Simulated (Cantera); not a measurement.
A perfectly stirred reactor is fed with CH4 : O2 : N2 = 0.0027 : 0.014 : 1 (molar parts), equivalence ratio 0.39, at 10.0 bar; it is held at 1023 K, and followed from long to short residence time.

Computed with Cantera and GRI-Mech 3.0 (53 species, 325 reactions).

Q: What does this change do: temperature 1023 to 900 K?

A: 
| quantity | before | after |
|---|---|---|
| x(CH4) at τ = 0.370 s | 0.000599 | 0.00266 |
| x(O2) at τ = 0.370 s | 0.0103 | 0.0138 |
| x(NO) at τ = 0.370 s | 2.24e-12 | <1e-12 |
| x(C2H4) at τ = 0.370 s | 8.78e-6 | 2.85e-11 |
| x(CH3) at τ = 0.370 s | 3.29e-7 | 3.61e-9 |
| x(CH4) at τ = 14.0 ms | 0.00266 | 0.00266 |
| x(O2) at τ = 14.0 ms | 0.0138 | 0.0138 |
| x(NO) at τ = 14.0 ms | <1e-12 | <1e-12 |
| x(C2H4) at τ = 14.0 ms | 1.30e-11 | <1e-12 |
| x(CH3) at τ = 14.0 ms | 1.02e-8 | 1.32e-10 |

Q: What does this change do: CH4 0.0027 to 0.0063 parts?

A: 
```tsv
quantity	before	after
x(CH4) at τ = 0.370 s	0.000599	0.00142
x(O2) at τ = 0.370 s	0.0103	0.00591
x(NO) at τ = 0.370 s	2.24e-12	1.25e-11
x(C2H4) at τ = 0.370 s	8.78e-6	2.77e-5
x(CH3) at τ = 0.370 s	3.29e-7	5.86e-7
x(CH4) at τ = 14.0 ms	0.00266	0.00617
x(O2) at τ = 14.0 ms	0.0138	0.0137
x(NO) at τ = 14.0 ms	<1e-12	<1e-12
x(C2H4) at τ = 14.0 ms	1.30e-11	5.85e-11
x(CH3) at τ = 14.0 ms	1.02e-8	2.14e-8
```
